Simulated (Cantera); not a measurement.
A closed system holds: 1 mol SiCl4, 2.6 mol HCl, 7 mol H2, equilibrated at 1100 K and 710000 Pa.

Equilibrium computed with Cantera from the NASA thermochemical tables; the gas is ideal and each condensed phase is pure. Candidate condensed phases: Si; 19 gas species. The tables' values for SiCl3 are old estimates; treat these amounts as uncertain. Kinetics and transport are ignored.

Base state: H2 0.657, HCl 0.249, SiCl4 0.0907, SiHCl3 0.00353, SiCl3 9.13e-5, SiH2Cl2 1.65e-5 (mole fractions); condensed: gas only.

Problem. What changes in the equilibrium state with this change: temperature from 1100 K to 700 K?

Solution. 
```tsv
species	before	after
H2	0.657	0.660
HCl	0.249	0.245
SiCl4	0.0907	0.0943
SiCl3	9.13e-5	1.65e-9
SiH2Cl2	1.65e-5	1.88e-9
```

Problem. What changes in the equilibrium state with this change: temperature from 1100 K to 1525 K?

Solution. 
```json
[
 {"species": "H2", "before": "0.657", "after": "0.626"},
 {"species": "HCl", "before": "0.249", "after": "0.280"},
 {"species": "SiCl4", "before": "0.0907", "after": "0.0617"},
 {"species": "SiCl3", "before": "9.13e-5", "after": "0.0103"},
 {"species": "SiHCl3", "before": "0.00353", "after": "0.0156"},
 {"species": "SiCl2", "before": "1.28e-6", "after": "0.00515"},
 {"species": "SiH2Cl2", "before": "1.65e-5", "after": "0.000634"}
]
```

Problem. What changes in the equilibrium state with this change: H2 from 7 to 0.36 mol?

Solution. 
```
species   before     after
-------  -------  --------
HCl        0.249     0.657
SiCl4     0.0907     0.252
H2         0.657    0.0904
SiH2Cl2  1.65e-5   1.24e-7
SiHCl3   0.00353  0.000511
```
